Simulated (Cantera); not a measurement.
Cantera run:

```python
import numpy as np
import cantera as ct

gas_names = """
    Ca CaF CaF2 Ca2 F F2 H HF H2 H2F2 H3F3 H4F4 H5F5 H6F6 H7F7 N NF NF2 NF3 NH NH2 NH3 N2 N2H2 N2H4
""".split()
cond_names = """
    Ca(a) Ca(b) Ca(L) CaF2(a) CaF2(b) CaF2(L)
""".split()


# ... load() reads the species with a 1 bar reference pressure and builds the phases ...
atoms = {
    'CaF2': {'Ca': 1, 'F': 2},
    'H2': {'H': 2},
    'N2': {'N': 2},
}
top_T = {}  # K; cautious upper limits of use, not melting points


# ... equilibrate(T, P, feed) seeds the gas with the atoms and calls Mixture.equilibrate('TP', solver="vcs", rtol=1e-11, max_steps=5000) ...
results = []
feed = {'CaF2': 1, 'H2': 14, 'N2': 12}  # mol
P = 800  # Pa
for T in [700, 800, 900, 1000, 1100, 1200, 1300, 1400, 1500, 1600, 1700, 1800, 1900, 2000]:
    mix = equilibrate(T, P, feed)
    results.append((T, P, feed, dict(zip(mix.species_names, mix.species_moles))))

top = {s: max(r[3][s] / sum(r[3][g] for g in gas_names) for r in results) for s in gas_names}
cols = sorted((s for s in top if top[s] > 0.001), key=lambda s: -top[s])[:5]
seen = [c for c in cond_names if any(r[3].get(c, 0) > 1e-12 for r in results)]
print("log10 of partial pressures in bar; condensed amounts in mol")
print(f"{'T/K':>10s}" + "".join(f"{s[:9]:>10s}" for s in cols + seen))
for T, P, feed, n in results:
    ng = sum(n[g] for g in gas_names)
    print(f"{T:10.4g}" + "".join(f"{np.log10(max(n[s] / ng * P / 1e5, 1e-99)):10.3f}" for s in cols)
          + "".join(f"{n.get(c, 0):10.4g}" for c in seen))
```

Result:

```
log10 of partial pressures in bar; condensed amounts in mol
       T/K        H2        N2      CaF2        HF         H   CaF2(a)   CaF2(b)   CaF2(L)
       700    -2.366    -2.433   -22.509   -18.247   -14.780         1         0         0
       800    -2.366    -2.433   -18.482   -14.287   -12.721         1         0         0
       900    -2.366    -2.433   -15.370   -12.210   -11.115         1         0         0
      1000    -2.366    -2.433   -12.897   -10.585    -9.827         1         0         0
      1100    -2.366    -2.433   -10.890    -9.260    -8.770         1         0         0
      1200    -2.366    -2.433    -9.232    -8.159    -7.888         1         0         0
      1300    -2.366    -2.433    -7.841    -7.229    -7.139    0.9998         0         0
      1400    -2.366    -2.433    -6.662    -6.429    -6.496    0.9986         0         0
      1500    -2.366    -2.433    -5.661    -5.737    -5.938         0    0.9891         0
      1600    -2.368    -2.434    -4.802    -5.129    -5.449         0    0.9318         0
      1700    -2.374    -2.439    -4.062    -4.592    -5.019         0         0    0.6506
      1800    -2.389    -2.451    -3.611    -4.195    -4.641         0         0         0
      1900    -2.394    -2.453    -3.655    -4.019    -4.297         0         0         0
      2000    -2.401    -2.456    -3.714    -3.869    -3.990         0         0         0
```

Equilibrium computed with Cantera from the NASA thermochemical tables; the gas is ideal and each condensed phase is pure.
